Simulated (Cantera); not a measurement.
An isothermal, constant-pressure homogeneous reactor starts with N2O : N2 = 1 : 32 (molar parts), at 1025 K and 1.01 bar.

Cantera simulation using GRI-Mech 3.0 (53 species, 325 reactions); the numbers are that mechanism's predictions, not measurements. GRI-Mech 3.0 was tuned for natural gas; its chemistry of N2O as a main component is partial and can be far from experiment. The mechanism lacks 2 NO + O2 → 2 NO2 and HONO, so NO2 and the effect of NO are under-described below about 1400 K.

Question: Predict: x(N2O) at 10.0 s; x(O) at 10.0 s; x(N2) at 10.0 s; x(O2) at 10.0 s; x(NO) at 10.0 s; x(NO2) at 10.0 s.

Answer: x(N2O) at 10.0 s: 0.0269 (gas-phase equilibrium 1.11e-9)
x(O) at 10.0 s: 6.20e-8 (gas-phase equilibrium 4.03e-11)
x(N2) at 10.0 s: 0.971 (gas-phase equilibrium 0.985)
x(O2) at 10.0 s: 0.00158 (gas-phase equilibrium 0.0149)
x(NO) at 10.0 s: 0.000147 (gas-phase equilibrium 1.23e-5)
x(NO2) at 10.0 s: 2.33e-6 (gas-phase equilibrium 1.49e-7)
